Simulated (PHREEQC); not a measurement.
A made-up water analysis in mmol/kgw, 25 °C, pH 3.55, pe 12: Na 2.08; K 2.04; Ca 13.5; Mg 8.51; Cl 12.1; S(6) 18.1; Mn(2) 0.0716; Zn 0.00986; Li 0.485.

Valence states are taken as typed.

Computed with PHREEQC (ion-association model, wateq4f.dat).

```csv
quantity,before,after
ionic strength (mol/kgw),0.0609,0.210
SO4-2 (mol/kgw),0.0109,0.0355
Ca+2 (mol/kgw),0.00950,0.0334
Mg+2 (mol/kgw),0.00564,0.0192
MgSO4 (mol/kgw),0.00287,0.0148
SI of Gypsum (CaSO4:2H2O),-0.11,+0.61
SI of Halite (NaCl),-6.38,-5.28
```

Question: What was changed between the two runs?
(A) Mg from 8.51 to 17 mmol/kgw
(B) temperature from 25 to 20 °C at the same typed pH
(C) all concentrations times 4 at the same typed pH

Answer: C, all concentrations times 4 at the same typed pH

Precipitation was switched off in this run. Some of these states are supersaturated (in Gypsum, for instance).
